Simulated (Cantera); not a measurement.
A perfectly stirred reactor is fed with 30.6 % H2, 69.4 % O2, equivalence ratio 0.22, at 200 Pa; it is held at 1425 K, and followed from long to short residence time.

Cantera simulation using GRI-Mech 3.0 (53 species, 325 reactions); the numbers are that mechanism's predictions, not measurements. Radical loss at walls, strong at low pressure, is not modelled. The temperature is held fixed by assumption; the heat of reaction is taken as removed at once.

Question: Predict: x(H2) at τ = 0.380 s; x(O2) at τ = 0.380 s; x(HO2) at τ = 0.380 s; x(O) at τ = 0.380 s; x(OH) at τ = 0.380 s; x(H2) at τ = 46.0 ms; x(O2) at τ = 46.0 ms; x(HO2) at τ = 46.0 ms; x(O) at τ = 46.0 ms; x(OH) at τ = 46.0 ms.

Answer: x(H2) at τ = 0.380 s: 0.0173
x(O2) at τ = 0.380 s: 0.557
x(HO2) at τ = 0.380 s: 1.02e-6
x(O) at τ = 0.380 s: 0.0755
x(OH) at τ = 0.380 s: 0.0221
x(H2) at τ = 46.0 ms: 0.0228
x(O2) at τ = 46.0 ms: 0.527
x(HO2) at τ = 46.0 ms: 8.98e-7
x(O) at τ = 46.0 ms: 0.101
x(OH) at τ = 46.0 ms: 0.0241
